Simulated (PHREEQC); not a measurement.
Metal-bearing waste water: an equilibrium model

Dissolve 0.0022 mol FeCl3, 0.02 mol ZnCl2, 0.0013 mol NaHCO3 and 0.0014 mol Na2SO4 per kg of water at 10 °C. Closed to the air; pH follows from the charge balance.

Computed with PHREEQC (ion-association model, wateq4f.dat).

No solid was allowed to form.

Question: Estimate the pH, ionic strength.

Answer: pH 3.31; ionic strength 0.0710 mol/kgw.

Question: In which forms is Fe present?

Answer: FeOH+2 34 %, Fe3(OH)4+5 17 %, Fe2(OH)2+4 16 %, Fe+3 13 %, FeSO4+ 7.9 %, Fe(OH)2+ 6.6 % of the Fe.

Examples of supersaturated solids here: Jarosite-Na, Hematite (slow to form). Others may be too. Constants without temperature data keep their 25 °C values here.
